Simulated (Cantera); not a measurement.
# Thermodynamics of silicon carbide growth, feed CH₃SiH₃ + C₂H₂ + H₂ + C₂H₄

Feed: 1 mol CH₃SiH₃, 0.5 mol C₂H₂, a varied amount of H₂, 1.3 mol C₂H₄, held at 2500 K and 0.0210 bar.

These are equilibrium values from Cantera (NASA tables, ideal gas, pure condensed phases), not measurements of a reactor. Candidate condensed phases: C, C₆H₆, C₇H₈, C₈H₁₈, Si, SiC; 87 gas species. The feed counts by its element totals alone. Gases not in the tables: Si₂H₆ and higher silanes. The numbers say what is thermodynamically allowed, not how fast it happens.

From 82 mol H₂ to 160 mol H₂ the condensed part is C(graphite). From 230 mol H₂ to 520 mol H₂ nothing is condensed. The main Si-bearing gas is Si throughout.

```csv
n(H₂) (mol),log p H₂,log p H,log p C₂H₂ (acetylene),log p Si,log p SiC₂,log p SiH,n C(graphite)
82,-1.76,-2.48,-3.73,-3.79,-4.38,-5.25,2.43
160,-1.76,-2.48,-3.73,-4.06,-4.64,-5.52,0.857
230,-1.76,-2.48,-3.77,-4.20,-4.83,-5.66,0
300,-1.76,-2.48,-3.88,-4.29,-5.03,-5.75,0
370,-1.76,-2.48,-3.96,-4.37,-5.19,-5.82,0
450,-1.76,-2.48,-4.04,-4.44,-5.35,-5.90,0
520,-1.76,-2.48,-4.10,-4.50,-5.46,-5.95,0
```
log p: log10 of the partial pressure in bar; n: condensed amount in mol.
